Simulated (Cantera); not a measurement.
Feed: 1 mol C6H6, 1.5 mol NH3, 3 mol H2O, at 1098 K and 10.0 mbar.

Equilibrium computed with Cantera from the NASA thermochemical tables; the gas is ideal and each condensed phase is pure. Candidate condensed phases: C, C6H6, C7H8, C8H18, H2O; 136 gas species. Equilibrium is a limit: real reactors are often held back by kinetics, nucleation or transport.

Question: What is the equilibrium state?

Answer: 
- x(H2) = 0.687
- x(CO) = 0.250
- x(N2) = 0.0625
- x(CH4) = 0.000173
- x(H2O) = 0.000158
- x(CO2) = 5.70e-5
- x(HCN) = 4.49e-6
- n(C(graphite)) = 3.00 mol
- gas amount = 12.00 mol
